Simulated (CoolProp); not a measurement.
R507A along the isotherm 374.2 K: density (kg/m³) from the reference equation and from simpler models built on Tc = 343.8 K, pc = 3.705 MPa, ω = 0.286; each cubic takes its own stable root.

Values from CoolProp's reference Helmholtz-energy equation of state, Lemmon 2003. It is a pseudo-pure fit of the blend.

| p (MPa) | phase | reference | Soave-Redlich-Kwong | Peng-Robinson |
|---|---|---|---|---|
| 0.505 | gas | 16.67 | 16.63 | 16.71 |
| 1.01 | gas | 34.74 | 34.56 | 34.91 |
| 1.52 | gas | 54.71 | 54.26 | 55.10 |
| 2.02 | gas | 76.34 | 75.43 | 77.02 |
| 2.53 | gas | 101.0 | 99.39 | 102.1 |
| 3.03 | gas | 128.6 | 125.8 | 130.0 |
| 3.54 | gas | 161.2 | 156.6 | 162.8 |
| 4.04 | supercritical | 199.3 | 191.9 | 200.7 |
| 4.55 | supercritical | 246.9 | 234.6 | 246.9 |
| 5.05 | supercritical | 305.8 | 284.7 | 301.1 |
| 5.56 | supercritical | 381.3 | 343.1 | 364.3 |
